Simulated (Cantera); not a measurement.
Feed: 1 mol Cu2O, a varied amount of H2, 9.2 mol H2O, at 1625 K and 8.10 mbar.

These are equilibrium values from Cantera (NASA tables, ideal gas, pure condensed phases), not measurements of a reactor. Candidate condensed phases: Cu, CuO, Cu(OH)2, Cu2O, H2O; 12 gas species. Kinetics and transport are ignored.

### Question
Which condensed phases are stable at each of these points (n(H2) (mol)): 210, 520, 830, 1100, 1500, 1800, 2100, 2400, 2700?

### Answer
| n(H2) (mol) | condensed phases | Cu condensed (%) |
|---|---|---|
| 210 | Cu(l) | 22.0 |
| 520 | gas only | 0.0 |
| 830 | gas only | 0.0 |
| 1100 | gas only | 0.0 |
| 1500 | gas only | 0.0 |
| 1800 | gas only | 0.0 |
| 2100 | gas only | 0.0 |
| 2400 | gas only | 0.0 |
| 2700 | gas only | 0.0 |

At 210 mol H2 the condensed part is Cu(l). From 520 mol H2 to 2700 mol H2 nothing is condensed.
